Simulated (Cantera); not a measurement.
Input (Python, Cantera) and output of one run.

```python
import numpy as np
import cantera as ct

gas_names = [...]  # 148 gases of nasa_gas.yaml made of Al, C, H, N, O
cond_names = """
    AL(cr) AL(L) ALN(s) AL2O3(a) AL2O3(L) C(gr) C6H6(L) C7H8(L) C8H18(L),n-octa H2O(s) H2O(L)
""".split()


# ... load() reads the species with a 1 bar reference pressure and builds the phases ...
atoms = {
    'Al(CH3)3': {'AL': 1, 'C': 3, 'H': 9},
    'N2O': {'N': 2, 'O': 1},
    'H2': {'H': 2},
}
top_T = {'ALN(s)': 2750, 'C(gr)': 4500}  # K; cautious upper limits of use, not melting points


# ... equilibrate(T, P, feed) seeds the gas with the atoms and calls Mixture.equilibrate('TP', solver="vcs", rtol=1e-11, max_steps=5000) ...
results = []
T = 1500  # K
P = 380  # Pa
for m in [1.5, 2, 2.7, 3.7, 5.1, 6.9, 9.5, 13, 18, 24]:
    feed = {'Al(CH3)3': 1, 'N2O': m, 'H2': 8}  # mol
    mix = equilibrate(T, P, feed)
    results.append((T, P, feed, dict(zip(mix.species_names, mix.species_moles))))

top = {s: max(r[3][s] / sum(r[3][g] for g in gas_names) for r in results) for s in gas_names}
cols = sorted((s for s in top if top[s] > 0.001), key=lambda s: -top[s])[:7]
seen = [c for c in cond_names if any(r[3].get(c, 0) > 1e-12 for r in results)]
print("log10 of partial pressures in bar; condensed amounts in mol")
print(f"{'n(N2O)':>10s}" + "".join(f"{s[:9]:>10s}" for s in cols + seen))
for T, P, feed, n in results:
    ng = sum(n[g] for g in gas_names)
    print(f"{feed['N2O']:10.4g}" + "".join(f"{np.log10(max(n[s] / ng * P / 1e5, 1e-99)):10.3f}" for s in cols)
          + "".join(f"{n.get(c, 0):10.4g}" for c in seen))
```

It prints:

```
log10 of partial pressures in bar; condensed amounts in mol
    n(N2O)        H2        N2       H2O        CO       CO2        O2    ALN(s)  AL2O3(a)     C(gr)
       1.5    -2.500    -3.597    -8.685    -3.420   -10.019   -23.817         1         0     1.496
         2    -2.528    -3.449    -8.616    -3.323    -9.825   -23.623         1         0     0.995
       2.7    -2.564    -3.319    -8.559    -3.229    -9.637   -23.435         1         0    0.2941
       3.7    -2.601    -3.162    -8.264    -3.221    -9.297   -22.773     0.531    0.2345         0
       5.1    -2.657    -3.027    -3.996    -3.265    -5.016   -14.124         0       0.5         0
       6.9    -2.757    -2.932    -3.433    -3.327    -4.417   -12.799         0       0.5         0
       9.5    -2.914    -2.840    -3.168    -3.426    -4.093   -11.955         0       0.5         0
        13    -3.169    -2.761    -3.005    -3.592    -3.841   -11.118         0       0.5         0
        18    -3.830    -2.690    -2.896    -4.103    -3.583    -9.579         0       0.5         0
        24    -6.795    -2.658    -2.942    -7.002    -3.561    -3.740         0       0.5         0
```

Method: chemical equilibrium by Gibbs-energy minimisation in Cantera with the NASA 1993 tables (ideal gas, pure condensed phases). The feed counts by its element totals alone. Mutual solubility and eutectic melting of coexisting phases are not modelled.
